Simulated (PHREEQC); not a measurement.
Make-up at 30 °C: 0.0097 mol/kgw K2CO3, 1.4e-05 mol/kgw H4SiO4 and 0.00048 mol/kgw H3BO3. Closed to the air; pH follows from the charge balance.

Model: ion-association model, wateq4f.dat, run in PHREEQC.

Each row changes one thing in this solution. Precipitation was switched off in this run.

| case | pH | ionic strength (mol/kgw) | H3SiO4- (mol/kgw) | H3BO3 (mol/kgw) | H4SiO4 (mol/kgw) | SI of Quartz (SiO2) |
|---|---|---|---|---|---|---|
| as made | 10.80 | 0.0275 | 1.29e-5 | 9.80e-6 | 9.81e-7 | -2.10 |
| K2CO3 left out | 6.25 | 5.65e-7 | 4.33e-9 | 0.000480 | 1.40e-5 | -0.95 |
| H3BO3 from 0.00048 to 0.000432 mol/kgw | [?] | 0.0276 | 1.29e-5 | 8.65e-6 | 9.63e-7 | -2.10 |
| K2CO3 from 0.0097 to 0.0194 mol/kgw | 10.95 | 0.0561 | 1.31e-5 | 6.60e-6 | 6.75e-7 | -2.26 |
| diluted 2-fold with water | 10.70 | 0.0135 | 6.31e-6 | 6.56e-6 | 6.44e-7 | -2.28 |
| K2CO3 from 0.0097 to 0.00873 mol/kgw | 10.78 | 0.0247 | 1.29e-5 | 1.04e-5 | 1.04e-6 | -2.07 |
| 0.00027 mol/kgw KCl added | 10.80 | 0.0278 | 1.29e-5 | 9.80e-6 | 9.82e-7 | -2.10 |
| H4SiO4 replaced by (NH4)2SiF6 at the same molality | [?] | 0.0275 | 1.29e-5 | 1.01e-5 | 1.01e-6 | -2.08 |

Q: Fill in the missing entries.

A: 
- H3BO3 from 0.00048 to 0.000432 mol/kgw, pH: 10.81
- H4SiO4 replaced by (NH4)2SiF6 at the same molality, pH: 10.79

SiF6-2 is the database's only silicon fluoride. Real BF4- forms and hydrolyses slowly; the run takes it at equilibrium.
